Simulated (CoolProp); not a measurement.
The fluid at 298.15 K and 0.924 MPa is compressed adiabatically to 3.4 MPa with isentropic efficiency 0.75. The same conditions are run with several fluids, on thermodynamics alone (safety and materials aside).

The numbers come from the reference Helmholtz-energy equation of state of each fluid (C2F6 (R116): Lemmon 2006; oxygen: Schmidt 1985; ethylene: Smukala 2000; carbon dioxide: Span 1996; CH3F (R41): Lemmon 2006) in CoolProp.

| fluid | work (kJ/kg) | final temperature (K) | final phase | final density (kg/m³) |
|---|---|---|---|---|
| C2F6 (R116) | … | 347.8 | … | 209 |
| oxygen | 162 | … | gas | 27.6 |
| ethylene | 163 | 402.9 | gas | 30.6 |
| carbon dioxide | 107 | 424.2 | gas | 44.6 |
| CH3F (R41) | 133 | 418.7 | gas | 36.5 |

Question: What belongs in the gaps?

Answer: 
- C2F6 (R116), work (kJ/kg): 27.7
- C2F6 (R116), final phase: supercritical
- oxygen, final temperature (K): 471.9

Above 300 K oxygen's equation is extrapolated.
